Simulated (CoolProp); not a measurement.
Octamethylcyclotetrasiloxane (D4) at 512.11 K and 0.244 MPa is compressed adiabatically to 0.815 MPa with isentropic efficiency 0.6. Each further row changes one setting.

Computed with CoolProp (reference Helmholtz-energy equation of state, Thol 2015).

```csv
case,work (kJ/kg),final phase,final density (kg/m³)
as stated,20.2,"two-phase, vapour fraction 0.440",160
efficiency 1,12.1,"two-phase, vapour fraction 0.330",(withheld)
efficiency 0.65,18.7,(withheld),(withheld)
```

**Question.** Some entries are withheld; supply them.

**Answer.** 
- efficiency 1, final density (kg/m³): 195
- efficiency 0.65, final phase: two-phase, vapour fraction 0.418
- efficiency 0.65, final density (kg/m³): 166
